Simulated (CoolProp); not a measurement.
A closed Brayton cycle with carbon dioxide: compressor inlet 318.15 K and 8.9 MPa, high pressure 30 MPa, turbine inlet 745 K, compressor efficiency 0.8, turbine efficiency 0.93, recuperator effectiveness 0.9 (on enthalpy, no pinch check). Each further row changes one setting.

Model: reference Helmholtz-energy equation of state, Span 1996, in CoolProp.

| case | thermal efficiency (%) | net work (kJ/kg) | compressor to turbine work | compressor exit (K) | turbine exit (K) |
|---|---|---|---|---|---|
| as stated | 32.2 | 86.3 | 0.40 | 403.3 | 604.6 |
| turbine inlet 695 K | 29.6 | 74.3 | 0.43 | 403.3 | 559.8 |
| compressor inlet 328.15 K | 29.7 | 73.7 | 0.49 | 430.8 | 604.6 |
| high pressure 25.5 MPa | 31.7 | 79.1 | 0.37 | 391.4 | 622.8 |
| recuperator effectiveness 0.5 | 23.9 | 86.3 | 0.40 | 403.3 | 604.6 |
